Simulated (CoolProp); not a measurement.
A simple Rankine cycle with R115: condensing at 296.15 K, boiler at 2.28 MPa, turbine inlet 378 K, turbine efficiency 0.75, pump efficiency 0.6, no recuperator. Each further row changes one setting.

Computed with CoolProp (reference Helmholtz-energy equation of state, Lemmon 2016).

| case | thermal efficiency (%) | net work (kJ/kg) | heat in (kJ/kg) | turbine exit temperature (K) | volume ratio over the turbine |
|---|---|---|---|---|---|
| as stated | (withheld) | 10.2 | 150 | (withheld) | 2.87 |
| turbine inlet 398 K | 6.7 | 11.3 | 169 | 371.7 | 2.79 |
| condensing temperature 288.15 K | 8.0 | 12.7 | (withheld) | 345.4 | 3.58 |
| boiler pressure 1.6 MPa | 4.6 | 7.22 | 157 | (withheld) | 1.91 |
| turbine efficiency 0.65 | 5.7 | (withheld) | 150 | 352.4 | (withheld) |

**Question.** What belongs in the gaps?

**Answer.** 
- as stated, thermal efficiency (%): 6.8
- as stated, turbine exit temperature (K): 350.4
- condensing temperature 288.15 K, heat in (kJ/kg): 159
- boiler pressure 1.6 MPa, turbine exit temperature (K): 361.9
- turbine efficiency 0.65, net work (kJ/kg): 8.57
- turbine efficiency 0.65, volume ratio over the turbine: 2.89
